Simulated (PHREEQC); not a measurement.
Copper plating or etch bath (model solution)

Make-up at 91 °C: 0.0024 mol/kgw CuSO4 and 0.017 mol/kgw HNO3. Closed to the air; pH follows from the charge balance.

The numbers come from PHREEQC with the ion-association model, wateq4f.dat.

Precipitation was switched off in this run.

Q: Predict the pH, ionic strength.

A: pH 1.88; ionic strength 0.0225 mol/kgw.

Q: In which forms is S present?

A: HSO4- 79 %, SO4-2 18 %, CuSO4 3.4 % of the S.

At this temperature some constants are extrapolated from 25 °C, and those without enthalpy data are left unchanged.
